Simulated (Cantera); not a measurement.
Thermodynamics of hydrogen reduction and annealing atmospheres, feed Cu₂O + H₂ + N₂

Feed: 1 mol Cu₂O, 0.37 mol H₂, 2.1 mol N₂, equilibrated at 1875 K and 1 atm.

Equilibrium computed with Cantera from the NASA thermochemical tables; the gas is ideal and each condensed phase is pure. Candidate condensed phases: Cu, CuO, Cu(OH)₂, Cu₂O, H₂O; 27 gas species. Each liquid is taken as pure. Mutual solubility and eutectic melting of coexisting phases are not modelled. The numbers say what is thermodynamically allowed, not how fast it happens.

- x(N₂) = 0.843
- x(H₂O) = 0.148
- x(O₂) = 0.00563
- x(Cu) = 0.00123
- x(NO) = 0.000899
- x(OH) = 0.000523
- x(H₂) = 0.000207
- x(O) = 1.79e-5
- x(CuO) = 1.13e-5
- n(Cu(l)) = 0.798 mol
- n(Cu₂O(l)) = 0.600 mol
- gas amount = 2.489 mol
